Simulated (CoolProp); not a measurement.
CH3F (R41) along the isobar 6.97 MPa: Z from the reference equation and from simpler models built on Tc = 317.3 K, pc = 5.906 MPa, ω = 0.200; each cubic takes its own stable root.

The numbers come from the reference Helmholtz-energy equation of state, Lemmon 2006 in CoolProp. It is a short technical equation, of lower accuracy than the large ones.

| T (K) | phase | reference | Redlich-Kwong | Soave-Redlich-Kwong |
|---|---|---|---|---|
| 252.6 | liquid | 0.1484 | 0.1939 | 0.1883 |
| 264.9 | liquid | 0.1479 | 0.1949 | 0.1891 |
| 277.2 | liquid | 0.1490 | 0.1982 | 0.1923 |
| 289.5 | liquid | 0.1520 | 0.2050 | 0.1992 |
| 301.8 | liquid | 0.1587 | 0.2176 | 0.2125 |
| 314.2 | liquid | 0.1747 | 0.2445 | 0.2423 |
| 326.5 | supercritical | 0.3230 | 0.3554 | 0.3916 |
| 338.8 | supercritical | 0.5217 | 0.5449 | 0.5738 |
| 351.1 | supercritical | 0.6119 | 0.6296 | 0.6587 |
| 363.4 | supercritical | 0.6729 | 0.6862 | 0.7164 |
| 375.7 | supercritical | 0.7188 | 0.7288 | 0.7602 |
| 388.1 | supercritical | 0.7556 | 0.7629 | 0.7952 |
| 400.4 | supercritical | 0.7854 | 0.7907 | 0.8238 |
| 412.7 | supercritical | 0.8103 | 0.8140 | 0.8477 |
| 425 | supercritical | 0.8315 | 0.8339 | 0.8680 |
